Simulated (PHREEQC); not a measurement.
A solution holds 0.15 mol MgSO4, 0.008 mol K2SO4 and 0.495 mol KBr per kg of water, at 25 °C. It is in equilibrium with CO2 at log p = 0 (atm). Otherwise closed; pH follows from the charge balance.

Equilibrium calculation in PHREEQC: Pitzer model, pitzer.dat.

Task: The ionic strength comes out as 1.12 mol/kgw. What activity coefficients do HCO3-, Br-, Mg+2, H+, HSO4- get?

Result: HCO3- 0.53, Br- 0.62, Mg+2 0.19, H+ 0.71, HSO4- 0.58. Single-ion values are on the MacInnes scale.

No solid was allowed to form. Species that the database lacks are ignored. In brines, pH and single-ion activities rest on the MacInnes convention.
